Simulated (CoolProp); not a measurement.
Nitrous oxide along the isotherm 187.3 K: fugacity coefficient from the reference equation and from simpler models built on Tc = 309.5 K, pc = 7245 kPa, ω = 0.161; each cubic takes its own stable root.

Computed with CoolProp (reference Helmholtz-energy equation of state, Lemmon 2006). It is a short technical equation, of lower accuracy than the large ones.

```csv
p (kPa),phase,reference,van der Waals,Redlich-Kwong,Soave-Redlich-Kwong,Peng-Robinson
302,liquid,0.3821,0.9606,0.5224,0.3844,0.3913
604,liquid,0.1924,0.9211,0.2632,0.1936,0.1969
906,liquid,0.1292,0.6726,0.1768,[?],0.1322
1210,liquid,[?],0.5093,0.1334,0.09812,[?]
1510,liquid,0.07859,0.4127,[?],0.07921,0.08036
1810,liquid,0.06602,0.3481,0.09054,0.06658,0.06748
2110,liquid,0.05702,0.3020,0.07826,0.05754,0.05827
2410,liquid,0.05027,[?],0.06903,0.05075,0.05135
2720,liquid,0.04486,0.2396,[?],0.04531,0.04581
3020,liquid,[?],0.2182,0.05594,0.04112,0.04153
```

### Question
Fill in the missing entries.

### Answer

- 906, Soave-Redlich-Kwong: 0.1301
- 1210, reference: 0.09739
- 1210, Peng-Robinson: 0.09962
- 1510, Redlich-Kwong: 0.1077
- 2410, van der Waals: 0.2673
- 2720, Redlich-Kwong: 0.06164
- 3020, reference: 0.04068

At some of these states van der Waals gives the other phase, because its saturation line lies elsewhere.
